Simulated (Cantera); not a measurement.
**Thermodynamics of roasting and sulfation, feed MgO + SO2 + O2**

Charge: 1 mol MgO, 1.9 mol SO2, 0.045 mol O2, equilibrated at 1.00 bar.

Method: chemical equilibrium by Gibbs-energy minimisation in Cantera with the NASA 1993 tables (ideal gas, pure condensed phases). Candidate condensed phases: Mg, MgO, MgS, MgSO4, S; 14 gas species. Mutual solubility and eutectic melting of coexisting phases are not modelled. Rates play no part.

| T (K) | x SO2 | x O2 | x SO3 | x SO | x O | x S2O | n MgO(s) | n MgSO4(s) |
|---|---|---|---|---|---|---|---|---|
| 973 | 1.000 | <1e-12 | 2.02e-6 | 8.67e-7 | <1e-12 | 4.54e-7 | 0.910 | 0.0900 |
| 1073 | 1.000 | 3.63e-9 | 4.90e-5 | 3.78e-7 | <1e-12 | 5.38e-10 | 0.910 | 0.0899 |
| 1173 | 0.999 | 4.40e-6 | 0.000674 | 1.95e-7 | 2.93e-11 | 2.19e-12 | 0.911 | 0.0888 |
| 1273 | 0.992 | 0.00167 | 0.00599 | 1.13e-7 | 4.40e-9 | <1e-12 | 0.927 | 0.0729 |
| 1373 | 0.972 | 0.0183 | 0.00999 | 2.69e-7 | 8.33e-8 | <1e-12 | 1.00 | 0 |
| 1473 | 0.974 | 0.0202 | 0.00596 | 1.54e-6 | 3.97e-7 | <1e-12 | 1.00 | 0 |
| 1573 | 0.975 | 0.0213 | 0.00373 | 7.21e-6 | 1.52e-6 | 7.71e-12 | 1.00 | 0 |
x: gas mole fraction; n: condensed amount in mol.

From 973 K to 1273 K the condensed part is MgO(s) + MgSO4(s). From 1373 K to 1573 K the condensed part is MgO(s).
